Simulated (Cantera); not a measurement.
Charge: 1 mol Si3N4, 2.6 mol O2, 8 mol N2, held at 27.0 Torr.

Method: chemical equilibrium by Gibbs-energy minimisation in Cantera with the NASA 1993 tables (ideal gas, pure condensed phases). Candidate condensed phases: Si, SiO2, Si2N2O, Si3N4; 16 gas species. The tables hold silica as quartz up to 1696 K and as liquid above; real silica turns to tridymite and cristobalite and melts near 1996 K. Rates play no part.

**Question.** Which condensed phases are stable at each of these points (T (K)): 1875, 1900, 1925, 1950, 1975, 2000, 2025, 2050, 2075, 2100?

**Answer.** 
| T (K) | condensed phases | Si condensed (%) |
|---|---|---|
| 1875 | SiO2(condensed) | 73.3 |
| 1900 | SiO2(condensed) | 73.3 |
| 1925 | SiO2(condensed) | 73.3 |
| 1950 | SiO2(condensed) | 73.3 |
| 1975 | SiO2(condensed) | 73.3 |
| 2000 | SiO2(l) | 73.3 |
| 2025 | SiO2(l) | 73.3 |
| 2050 | SiO2(l) | 73.3 |
| 2075 | SiO2(l) | 73.3 |
| 2100 | SiO2(l) | 73.3 |

From 1875 K to 1975 K the condensed part is SiO2(condensed). From 2000 K to 2100 K the condensed part is SiO2(l).
